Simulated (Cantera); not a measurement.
**Premixed flame**

A freely propagating, adiabatic, planar premixed flame of 52.2 % H₂, 10.0 % O₂, 37.8 % N₂, unburnt at 500 K and 0.200 bar; multicomponent+Soret transport, grid criteria slope 0.08 and curve 0.16, no radiation.

Cantera simulation using the H2/O2 subset of GRI-Mech 3.0, which has no nitrogen chemistry; the numbers are that mechanism's predictions, not measurements. Burning velocities carry a grid error of a few per cent, more on coarse grids.

```tsv
z (mm)	T (K)	u (m/s)	x H₂	x O₂	x H₂O₂	x OH	x H	x H₂O
-10.7	500	4.77	0.522	0.100	<1e-8	<1e-8	<1e-8	<1e-8
-7.15	500	4.77	0.522	0.100	<1e-8	<1e-8	<1e-8	<1e-8
-5.36	500	4.77	0.522	0.100	<1e-8	<1e-8	<1e-8	<1e-8
-3.58	500	4.77	0.522	0.100	<1e-8	<1e-8	1.00e-7	6.39e-8
-1.79	521	4.92	0.515	0.101	2.29e-6	5.09e-5	0.000383	0.00116
-0.894	705	6.50	0.484	0.0961	1.74e-6	0.000249	0.00969	0.0174
0	1066	9.64	0.380	0.0562	1.70e-7	0.00102	0.0617	0.101
0.894	1293	11.7	0.295	0.00718	7.35e-8	0.00135	0.101	0.196
1.79	1377	12.4	0.289	0.000607	5.00e-8	0.00133	0.0986	0.210
3.58	1468	13.2	0.297	0.000142	5.05e-8	0.00158	0.0870	0.211
7.15	1571	14.0	0.308	0.000112	4.41e-8	0.00180	0.0724	0.213
14.3	1679	14.8	0.319	8.08e-5	3.05e-8	0.00186	0.0565	0.215
28.6	1779	15.6	0.329	4.96e-5	1.74e-8	0.00172	0.0416	0.217
```
x: mole fraction of selected species; z is measured from the peak of heat release.

laminar burning velocity: 477 cm/s
thermal thickness: 3.58 mm
peak x(H₂O₂): 3.22e-6
peak x(OH): 0.00186
peak x(H): 0.102
grid points: 150
